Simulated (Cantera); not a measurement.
Cantera run:

```python
import numpy as np
import cantera as ct

gas_names = """
    Ca CaF CaF2 Ca2 F F2 H HF H2 H2F2 H3F3 H4F4 H5F5 H6F6 H7F7 N NF NF2 NF3 NH NH2 NH3 N2 N2H2 N2H4
""".split()
cond_names = """
    Ca(a) Ca(b) Ca(L) CaF2(a) CaF2(b) CaF2(L)
""".split()


# ... load() reads the species with a 1 bar reference pressure and builds the phases ...
atoms = {
    'CaF2': {'Ca': 1, 'F': 2},
    'HF': {'H': 1, 'F': 1},
    'N2': {'N': 2},
}
top_T = {}  # K; cautious upper limits of use, not melting points


# ... equilibrate(T, P, feed) seeds the gas with the atoms and calls Mixture.equilibrate('TP', solver="vcs", rtol=1e-11, max_steps=5000) ...
results = []
feed = {'CaF2': 1, 'HF': 0.11, 'N2': 4.1}  # mol
T = 798  # K
P = 13332.2  # Pa
mix = equilibrate(T, P, feed)
results.append((T, P, feed, dict(zip(mix.species_names, mix.species_moles))))
x = sorted(zip(gas.X, gas.species_names), reverse=True)
print(f"T = {T:g} K  P = {P:g} Pa  gas = {mix.phase_moles(0):.4g} mol")
print("   x: " + "  ".join(f"{s} {v:.3e}" for v, s in x if v > 0.001))
print("   condensed (mol): " + ("  ".join(f"{mix.phase(i).name} {mix.phase_moles(i):.4g}"
      for i in range(1, mix.n_phases) if mix.phase_moles(i) > 1e-12) or "none"))
```

It prints:

```
T = 798 K  P = 13332.2 Pa  gas = 4.21 mol
   x: N2 9.739e-01  HF 2.613e-02
   condensed (mol): CaF2(a) 1
```

These are equilibrium values from Cantera (NASA tables, ideal gas, pure condensed phases), not measurements of a reactor.
